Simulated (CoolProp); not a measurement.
Vapour-liquid equilibrium of R22 (1) + R113 (2) at 11.35 °C; x and y are mole fractions of (1).

Model: multi-fluid Helmholtz-energy mixture model, Kamei 1995 and Marx 1992; pair parameters Bell 2016, in CoolProp.

| x | bubble pressure, mixture model (MPa) | bubble pressure, Raoult's law (MPa) | y, mixture model | y, Raoult's law |
|---|---|---|---|---|
| 0.05 | 0.06416 | 0.05959 | 0.616 | 0.595 |
| 0.15 | 0.1448 | 0.1280 | 0.842 | 0.831 |
| 0.25 | 0.2246 | 0.1963 | 0.906 | 0.903 |
| 0.35 | 0.2996 | 0.2647 | 0.936 | 0.938 |
| 0.45 | 0.3681 | 0.3330 | 0.953 | 0.958 |
| 0.55 | 0.4306 | 0.4014 | 0.965 | 0.972 |
| 0.65 | 0.4889 | 0.4698 | 0.973 | 0.981 |
| 0.75 | 0.5462 | 0.5381 | 0.981 | 0.988 |
| 0.85 | 0.6059 | 0.6065 | 0.988 | 0.994 |
| 0.95 | 0.6722 | 0.6749 | 0.996 | 0.998 |

The largest gap from Raoult's law is +14.4 % in bubble pressure, at x = 0.25. No azeotrope shows between x = 0.05 and 0.95.

The pair parameters rest on a limited set of measurements; away from them the model extrapolates.
